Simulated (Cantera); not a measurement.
What does this Cantera script print?

```python
import numpy as np
import cantera as ct

gas_names = """
    H HNO HNO2 HNO3 HO2 H2 H2O H2O2 N NH NH2 NH3 NH2OH NO NO2 NO3 N2 N2H2 N2H4 N2O O OH O2 O3 Si SiH
    SiH2 SiH3 SiH4 SiN SiO SiO2 Si2 Si2N Si3
""".split()
cond_names = """
    H2O(s) H2O(L) Si(cr) Si(L) SiO2(Lqz) SiO2(hqz) SiO2(L) Si2N2O(s) Si3N4(a)
""".split()


def load(file, names, dense=False):
    # The tables refer to 1 bar. Condensed volumes are neglected.
    table = {s.name: s for s in ct.Species.list_from_file(file)}
    out = []
    for n in names:
        d = dict(table[n].input_data)
        d["thermo"] = dict(d["thermo"], **{"reference-pressure": 1e5})
        if dense:
            d["equation-of-state"] = {"model": "constant-volume", "density": "1e6 g/cm^3"}
        out.append(ct.Species.from_dict(d))
    return out


gas = ct.Solution(thermo="ideal-gas", species=load("nasa_gas.yaml", gas_names))
cond = {s.name: ct.Solution(thermo="fixed-stoichiometry", species=[s], name=s.name)
        for s in load("nasa_condensed.yaml", cond_names, dense=True)}
atoms = {
    'Si3N4': {'Si': 3, 'N': 4},
    'H2O': {'H': 2, 'O': 1},
}
top_T = {'Si2N2O(s)': 2100, 'Si3N4(a)': 2400}  # K; cautious upper limits of use, not melting points


def equilibrate(T, P, feed):
    n = {}
    for name, mol in feed.items():
        for a, k in atoms[name].items():
            n[a] = n.get(a, 0.0) + k * mol
    gas.TPX = T, P, n
    mass = sum(n.values()) * gas.mean_molecular_weight
    gas.equilibrate("TP")
    valid = [c for c in cond.values() if c.min_temp <= T <= top_T.get(c.name, c.max_temp)]
    mix = ct.Mixture([(gas, mass / gas.mean_molecular_weight)] + [(c, 0.0) for c in valid])
    mix.T, mix.P = T, P
    mix.equilibrate("TP", solver="vcs", rtol=1e-11, max_steps=5000)
    return mix


results = []
T = 1523  # K
P = 22  # Pa
for m in [0.74, 0.99, 1.3, 1.7, 2.3, 3, 4, 5.4, 7.1, 9.4, 13, 17]:
    feed = {'Si3N4': 1, 'H2O': m}  # mol
    mix = equilibrate(T, P, feed)
    results.append((T, P, feed, dict(zip(mix.species_names, mix.species_moles))))
    x = sorted(zip(gas.X, gas.species_names), reverse=True)
    print(f"T = {T:g} K  P = {P:g} Pa  n(H2O) = {m:g} mol  gas = {mix.phase_moles(0):.4g} mol")
    print("   x: " + "  ".join(f"{s} {v:.3e}" for v, s in x if v > 0.001))
    print("   condensed (mol): " + ("  ".join(f"{mix.phase(i).name} {mix.phase_moles(i):.4g}"
          for i in range(1, mix.n_phases) if mix.phase_moles(i) > 1e-12) or "none"))
```

Output:

```
T = 1523 K  P = 22 Pa  n(H2O) = 0.74 mol  gas = 1.128 mol
   x: H2 6.554e-01  N2 3.364e-01  SiO 6.822e-03  H 1.261e-03
   condensed (mol): Si(cr) 0.1953  Si2N2O(s) 0.7323  Si3N4(a) 0.4441
T = 1523 K  P = 22 Pa  n(H2O) = 0.99 mol  gas = 1.509 mol
   x: H2 6.554e-01  N2 3.364e-01  SiO 6.822e-03  H 1.261e-03
   condensed (mol): Si(cr) 0.2613  Si2N2O(s) 0.9797  Si3N4(a) 0.2563
T = 1523 K  P = 22 Pa  n(H2O) = 1.3 mol  gas = 1.982 mol
   x: H2 6.554e-01  N2 3.364e-01  SiO 6.822e-03  H 1.261e-03
   condensed (mol): Si(cr) 0.3431  Si2N2O(s) 1.286  Si3N4(a) 0.02341
T = 1523 K  P = 22 Pa  n(H2O) = 1.7 mol  gas = 2.802 mol
   x: H2 6.062e-01  N2 2.498e-01  SiO 1.428e-01  H 1.213e-03
   condensed (mol): Si2N2O(s) 1.3
T = 1523 K  P = 22 Pa  n(H2O) = 2.3 mol  gas = 5.203 mol
   x: H2 4.416e-01  SiO 3.075e-01  N2 2.499e-01  H 1.035e-03
   condensed (mol): Si2N2O(s) 0.7
T = 1523 K  P = 22 Pa  n(H2O) = 3 mol  gas = 8.004 mol
   x: SiO 3.748e-01  H2 3.743e-01  N2 2.499e-01
   condensed (mol): Si2N2O(s) 3.761e-05
T = 1523 K  P = 22 Pa  n(H2O) = 4 mol  gas = 8.005 mol
   x: H2 4.991e-01  SiO 2.499e-01  N2 2.499e-01  H 1.101e-03
   condensed (mol): SiO2(hqz) 0.9998
T = 1523 K  P = 22 Pa  n(H2O) = 5.4 mol  gas = 8.006 mol
   x: H2 6.737e-01  N2 2.498e-01  SiO 7.508e-02  H 1.279e-03
   condensed (mol): SiO2(hqz) 2.399
T = 1523 K  P = 22 Pa  n(H2O) = 7.1 mol  gas = 9.107 mol
   x: H2 6.582e-01  N2 2.196e-01  H2O 1.209e-01  H 1.264e-03
   condensed (mol): SiO2(hqz) 2.999
T = 1523 K  P = 22 Pa  n(H2O) = 9.4 mol  gas = 11.41 mol
   x: H2 5.254e-01  H2O 2.981e-01  N2 1.753e-01  H 1.129e-03
   condensed (mol): SiO2(hqz) 3
T = 1523 K  P = 22 Pa  n(H2O) = 13 mol  gas = 15.01 mol
   x: H2O 4.664e-01  H2 3.993e-01  N2 1.333e-01
   condensed (mol): SiO2(hqz) 3
T = 1523 K  P = 22 Pa  n(H2O) = 17 mol  gas = 19.01 mol
   x: H2O 5.786e-01  H2 3.152e-01  N2 1.052e-01
   condensed (mol): SiO2(hqz) 3
```

These are equilibrium values from Cantera (NASA tables, ideal gas, pure condensed phases), not measurements of a reactor. Mutual solubility and eutectic melting of coexisting phases are not modelled. The tables hold silica as quartz up to 1696 K and as liquid above; real silica turns to tridymite and cristobalite and melts near 1996 K.
